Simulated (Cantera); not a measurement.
A closed system holds: 1 mol SiH4, 5.1 mol O3, 66 mol H2, at 1.33 mbar.

Method: chemical equilibrium by Gibbs-energy minimisation in Cantera with the NASA 1993 tables (ideal gas, pure condensed phases). Candidate condensed phases: H2O, Si, SiO2; 18 gas species. The tables hold silica as quartz up to 1696 K and as liquid above; real silica turns to tridymite and cristobalite and melts near 1996 K. The numbers say what is thermodynamically allowed, not how fast it happens.

Question: Which condensed phases are stable at each of these points (T (K)): 698, 848, 998, 1148, 1298, 1448, 1598?

Answer: 
```csv
T (K),condensed phases,Si condensed (%)
698,SiO2(α-quartz),100.0
848,SiO2(β-quartz),100.0
998,SiO2(β-quartz),100.0
1148,SiO2(β-quartz),100.0
1298,SiO2(β-quartz),100.0
1448,SiO2(β-quartz),100.0
1598,SiO2(β-quartz),99.5
```

At 698 K the condensed part is SiO2(α-quartz). From 848 K to 1598 K the condensed part is SiO2(β-quartz).
